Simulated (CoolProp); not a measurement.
A Linde-Hampson liquefier for methane: isothermal reversible compression at 300 K from 1 atm to 5 MPa, throttling to 1 atm, return gas leaving the recuperator 5 K below the feed. Each further row changes one setting.

Model: reference Helmholtz-energy equation of state, Setzmann 1991, in CoolProp.

| case | liquid yield per pass | compression work (kJ/kg of gas) |
|---|---|---|
| as stated | 0.042 | 594 |
| as stated | 0.042 | 594 |
| high pressure 10 MPa | 0.097 | 689 |
| warm-end temperature 330 K | 0.029 | 657 |
| warm-end gap 10 K | 0.030 | 594 |
| high pressure 10 MPa | 0.097 | 689 |
| warm-end temperature 330 K | 0.029 | 657 |
| warm-end gap 10 K | 0.030 | 594 |
